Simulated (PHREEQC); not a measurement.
Consider water at 25 °C with 78 mmol/kgw HCl, 0.23 mmol/kgw CuSO4 and 0.61 mmol/kgw CuCl2. Closed to the air; pH follows from the charge balance.

Computed with PHREEQC (ion-association model, phreeqc.dat).

```json
{
 "pH": "1.19",
 "ionic_strength": "0.0803 mol/kgw",
 "specific_conductance": "28200 µS/cm",
 "density": "0.999 g/cm³",
 "total_alkalinity": "-78.0 meq/kg"
}
```

```csv
species,molality,activity,log γ
Cl-,0.0791,0.0619,-0.107
H+,0.0778,0.0649,-0.079
Cu+2,0.000767,0.000327,-0.371
HSO4-,0.000174,0.000138,-0.100
CuCl+,6.94e-5,5.45e-5,-0.105
SO4-2,5.46e-5,2.19e-5,-0.398
CuCl2,1.78e-6,1.81e-6,0.008
```

No solid was allowed to form. Species that the database lacks are ignored.
